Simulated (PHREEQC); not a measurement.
A solution holds 0.00043 mol/kgw PbCl2, 0.033 mol/kgw HNO3 and 8.2e-05 mol/kgw Cu(NO3)2, at 25 °C. Closed to the air; pH follows from the charge balance.

Model: ion-association model, phreeqc.dat, run in PHREEQC.

Each row changes one thing in this solution. No solid was allowed to form.

```
case                                                  pH  ionic strength (mol/kgw)  Pb+2 (mol/kgw)  PbNO3+ (mol/kgw)  PbCl+ (mol/kgw)  PbCl2 (mol/kgw)  SI of Pb(OH)2 (Pb(OH)2)
--------------------------------------------------  ----  ------------------------  --------------  ----------------  ---------------  ---------------  -----------------------
as made                                             1.54                    0.0344        0.000341           8.30e-5          5.81e-6          5.51e-9                    -8.83
HNO3 replaced by Al(NO3)3 at the same molality      3.48                     0.198        0.000300          0.000127          3.05e-6          2.12e-9                    -5.23
PbCl2 from 0.00043 to 0.0043 mol/kgw                1.55                    0.0438         0.00313          0.000697         0.000473          4.11e-6                    -7.89
Cu(NO3)2 replaced by Ca(NO3)2 at the same molality  1.54                    0.0344        0.000341           8.30e-5          5.81e-6          5.51e-9                    -8.83
temperature from 25 to 70 °C                        1.55                    0.0343        0.000339           7.72e-5          1.41e-5          6.17e-9                        ?
0.0074 mol/kgw H2SO4 added                             ?                    0.0464        0.000280           6.26e-5                ?          3.98e-9                    -9.17
HNO3 from 0.033 to 0.0033 mol/kgw                      ?                   0.00479        0.000405           1.53e-5          1.02e-5          1.18e-8                    -6.65
```

Task: Complete the blanks.

Result: 
- temperature from 25 to 70 °C, SI of Pb(OH)2 (Pb(OH)2): -7.51
- 0.0074 mol/kgw H2SO4 added, pH: 1.44
- 0.0074 mol/kgw H2SO4 added, PbCl+ (mol/kgw): 4.39e-6
- HNO3 from 0.033 to 0.0033 mol/kgw, pH: 2.51

Some of these states are supersaturated (in Anglesite, for instance). At this temperature some constants are extrapolated from 25 °C, and those without enthalpy data are left unchanged.
